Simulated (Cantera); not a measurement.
Input: 1 mol CH₃SiCl₃, 0.11 mol HCl, 5.2 mol H₂, equilibrated at 1098 K and 0.100 bar.

Method: chemical equilibrium by Gibbs-energy minimisation in Cantera with the NASA 1993 tables (ideal gas, pure condensed phases). The feed counts by its element totals alone. The tables' values for SiCl₃ are old estimates; treat these amounts as uncertain. Kinetics and transport are ignored.

| species | before | after |
|---|---|---|
| H₂ | 0.754 | 0.690 |
| HCl | 0.193 | 0.215 |
| SiCl₄ | 0.0477 | 0.0878 |
| SiCl₃ | 0.000540 | 0.000853 |
| SiHCl₃ | 0.00271 | 0.00409 |
| SiCl₂ | 8.59e-5 | 0.000116 |
| SiH₂Cl₂ | 1.84e-5 | 2.28e-5 |
| CH₄ | 0.00208 | 0.00174 |
| C(graphite), mol | 0.387 | 0.924 |
| SiC(s), mol | 0.597 | 0.0579 |
Gas species are given as mole fractions.

**Question.** What was changed between the two runs?
A. temperature from 1098 K to 1600 K
B. HCl from 0.11 to 2.9 mol
C. H₂ from 5.2 to 17 mol
D. pressure from 0.100 bar to 0.0100 bar

**Answer.** B, HCl from 0.11 to 2.9 mol
